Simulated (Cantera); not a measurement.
Input: 1 mol CCl₄, 0.011 mol Si, equilibrated at 3350 K.

Method: chemical equilibrium by Gibbs-energy minimisation in Cantera with the NASA 1993 tables (ideal gas, pure condensed phases). Candidate condensed phases: C, Si, SiC; 24 gas species. The tables' values for SiCl, CCl, SiCl₃ are old estimates; treat these amounts as uncertain. The numbers say what is thermodynamically allowed, not how fast it happens.

x: gas mole fraction; n: condensed amount in mol.

```tsv
P (Pa)	x Cl	x C	x C₃	x C₂	x Cl₂	x Si	x SiCl₂	n C(graphite)
1	0.799	0.199	6.90e-6	0.000376	2.37e-8	0.00220	2.93e-12	0
3.60	0.799	0.197	8.69e-5	0.00133	8.57e-8	0.00220	3.80e-11	0
13	0.803	0.189	0.00100	0.00442	3.12e-7	0.00221	5.03e-10	0
46	0.819	0.160	0.00757	0.0112	1.15e-6	0.00223	6.62e-9	0
170	0.854	0.101	0.0262	0.0165	4.61e-6	0.00223	9.83e-8	0
600	0.884	0.0523	0.0451	0.0156	1.75e-5	0.00208	1.23e-6	0
2200	0.903	0.0238	0.0573	0.0119	6.68e-5	[?]	1.39e-5	0
7700	0.913	0.0106	0.0624	0.00827	0.000239	[?]	0.000113	0
28000	0.956	0.00356	0.0310	0.00337	0.000953	[?]	0.000854	0.526
100000	0.982	0.000996	0.00868	0.000945	0.00359	[?]	0.00213	0.868
```

Question: Some entries are withheld; supply them.

Answer: 
- 2200, x Si: 0.00168
- 7700, x Si: 0.00110
- 28000, x Si: 0.000570
- 100000, x Si: 0.000106
